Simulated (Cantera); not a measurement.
What does this Cantera script print?

```python
import numpy as np
import cantera as ct

gas_names = [...]  # 109 gases of nasa_gas.yaml made of C, Cl, H, Si
cond_names = """
    C(gr) C6H6(L) C7H8(L) C8H18(L),n-octa Si(cr) Si(L) SiC(b)
""".split()


# ... load() reads the species with a 1 bar reference pressure and builds the phases ...
atoms = {
    '(CH3)2SiCl2': {'C': 2, 'H': 6, 'Si': 1, 'CL': 2},
    'C2H4': {'C': 2, 'H': 4},
    'H2': {'H': 2},
}
top_T = {'C(gr)': 4500, 'SiC(b)': 3050}  # K; cautious upper limits of use, not melting points


# ... equilibrate(T, P, feed) seeds the gas with the atoms and calls Mixture.equilibrate('TP', solver="vcs", rtol=1e-11, max_steps=5000) ...
results = []
feed = {'(CH3)2SiCl2': 1, 'C2H4': 0.031, 'H2': 13}  # mol
P = 280  # Pa
for T in [1623, 1698, 1773, 1848, 1923, 1998, 2073, 2148, 2223, 2298, 2373]:
    mix = equilibrate(T, P, feed)
    results.append((T, P, feed, dict(zip(mix.species_names, mix.species_moles))))

top = {s: max(r[3][s] / sum(r[3][g] for g in gas_names) for r in results) for s in gas_names}
cols = sorted((s for s in top if top[s] > 1e-06), key=lambda s: -top[s])[:5]
seen = [c for c in cond_names if any(r[3].get(c, 0) > 1e-12 for r in results)]
print("log10 of partial pressures in bar; condensed amounts in mol")
print(f"{'T/K':>10s}" + "".join(f"{s[:9]:>10s}" for s in cols + seen))
for T, P, feed, n in results:
    ng = sum(n[g] for g in gas_names)
    print(f"{T:10.4g}" + "".join(f"{np.log10(max(n[s] / ng * P / 1e5, 1e-99)):10.3f}" for s in cols)
          + "".join(f"{n.get(c, 0):10.4g}" for c in seen))
```

Result:

```
log10 of partial pressures in bar; condensed amounts in mol
       T/K        H2         H       HCL        Si        CL     C(gr)    SiC(b)
      1623    -2.607    -5.464    -3.489    -8.750    -6.450     1.071    0.9896
      1698    -2.608    -5.144    -3.491    -8.016    -6.137     1.074    0.9862
      1773    -2.609    -4.850    -3.495    -7.344    -5.850     1.076    0.9821
      1848    -2.611    -4.581    -3.499    -6.728    -5.589     1.078    0.9765
      1923    -2.614    -4.333    -3.506    -6.160    -5.348      1.08    0.9676
      1998    -2.620    -4.105    -3.516    -5.636    -5.129     1.088    0.9496
      2073    -2.629    -3.895    -3.531    -5.149    -4.928     1.113    0.9061
      2148    -2.644    -3.702    -3.553    -4.698    -4.746     1.187    0.7928
      2223    -2.670    -3.528    -3.587    -4.277    -4.585     1.391    0.4924
      2298    -2.708    -3.373    -3.631    -3.986    -4.438     1.698         0
      2373    -2.746    -3.228    -3.666    -3.982    -4.293     1.603         0
```

Equilibrium computed with Cantera from the NASA thermochemical tables; the gas is ideal and each condensed phase is pure. The feed counts by its element totals alone. The tables' values for SiCl are old estimates; treat these amounts as uncertain. Gases not in the tables: Si2H6 and higher silanes.
